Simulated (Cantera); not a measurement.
Charge: 1 mol Fe2O3, 3.2 mol Cl2, 0.6 mol N2, held at 0.133 bar.

Equilibrium computed with Cantera from the NASA thermochemical tables; the gas is ideal and each condensed phase is pure. Candidate condensed phases: Fe, FeCl2, FeCl3, FeO, Fe2O3, Fe3O4; 19 gas species. The numbers say what is thermodynamically allowed, not how fast it happens. All values below are at 1100 K.

Base state: Cl2 0.658, N2 0.153, FeCl3 0.101, O2 0.0798, FeCl2 0.00406, Cl 0.00337, Fe2Cl6 0.000610, NO 2.31e-5 (mole fractions); condensed: Fe2O3(s).

**Question.** What changes in the equilibrium state with this change: Fe2O3 replaced by MgO?

**Answer.** 
```
species          before    after
-------------  --------  -------
Cl2               0.658    0.818
N2                0.153    0.157
MgCl2                 0   0.0115
FeCl3             0.101        0
O2               0.0798  0.00987
FeCl2           0.00406        0
Fe2Cl6         0.000610        0
NO              2.31e-5  8.23e-6
ClO             1.68e-5  6.60e-6
Fe2O3(s), mol     0.792        0
MgCl2(l), mol         0   0.0314
MgO(s), mol           0    0.925
```
Mutual solubility and eutectic melting of coexisting phases are not modelled. Further candidate phases: Mg, MgCl2, MgO.
